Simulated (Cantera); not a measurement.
**Equilibrium for silicon carbide growth: (CH3)2SiCl2 + C3H8 + H2 + CH4**

Input: 1 mol (CH3)2SiCl2, 0.13 mol C3H8, 260 mol H2, 0.067 mol CH4, equilibrated at 0.130 bar.

Equilibrium computed with Cantera from the NASA thermochemical tables; the gas is ideal and each condensed phase is pure. Candidate condensed phases: C, C6H6, C7H8, C8H18, Si, SiC; 109 gas species. The feed counts by its element totals alone. Gases not in the tables: Si2H6 and higher silanes. Equilibrium is a limit: real reactors are often held back by kinetics, nucleation or transport.

| T (°C) | log p H2 | log p H | log p HCl | log p C2H2 (acetylene) | log p CH4 | log p Si | n C(graphite) | n SiC(s) |
|---|---|---|---|---|---|---|---|---|
| 1025 | -0.89 | -6.41 | -3.01 | -7.14 | -3.88 | <-12 | 1.19 | 1.000 |
| 1175 | -0.89 | -5.48 | -3.01 | -6.21 | -4.26 | -10.76 | 1.34 | 1.000 |
| 1325 | -0.89 | -4.72 | -3.01 | -5.46 | -4.56 | -9.01 | 1.39 | 0.999 |
| 1475 | -0.89 | -4.09 | -3.01 | -4.84 | -4.82 | -7.56 | 1.37 | 0.999 |
| 1625 | -0.89 | -3.55 | -3.01 | -4.32 | -5.03 | -6.34 | 1.24 | 0.997 |
| 1775 | -0.89 | -3.10 | -3.01 | -3.87 | -5.21 | -5.31 | 0.911 | 0.981 |
| 1925 | -0.90 | -2.70 | -3.02 | -3.49 | -5.37 | -4.41 | 0.226 | 0.877 |
log p: log10 of the partial pressure in bar; n: condensed amount in mol.

From 1025 °C to 1925 °C the condensed part is C(graphite) + SiC(s). The main Si-bearing gas is SiCl2 at 1025 °C and Si at 1925 °C.
